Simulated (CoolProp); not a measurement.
A single-stage vapour-compression cycle with CH2F2 (R32): evaporating at 305.15 K (dew point), condensing at 335.15 K (bubble point), superheat 2 K, subcooling 0 K, compressor efficiency 0.9, no pressure losses. Each further row changes one setting.

Values from CoolProp's reference Helmholtz-energy equation of state, Tillner-Roth 1997.

| case | cooling COP | pressure ratio | discharge temperature (K) | refrigerating effect (kJ/kg) | volumetric capacity (kJ/m³) |
|---|---|---|---|---|---|
| as stated | 6.53 | 2.02 | 358.3 | 191 | 10900 |
| evaporating temperature 310.15 K | 8.12 | 1.78 | 354.3 | ? | ? |
| condensing temperature 330.15 K | 8.33 | 1.81 | ? | 205 | 11600 |
| subcooling 5 K | ? | 2.02 | 358.3 | 206 | 11700 |
| superheat 12 K | 6.46 | 2.02 | 369.5 | 207 | 10800 |
| compressor efficiency 0.8 | 5.81 | 2.02 | 360.4 | 191 | 10900 |

Problem. What belongs in the gaps?

Solution. 
- evaporating temperature 310.15 K, refrigerating effect (kJ/kg): 190
- evaporating temperature 310.15 K, volumetric capacity (kJ/m³): 12500
- condensing temperature 330.15 K, discharge temperature (K): 349.8
- subcooling 5 K, cooling COP: 7.03
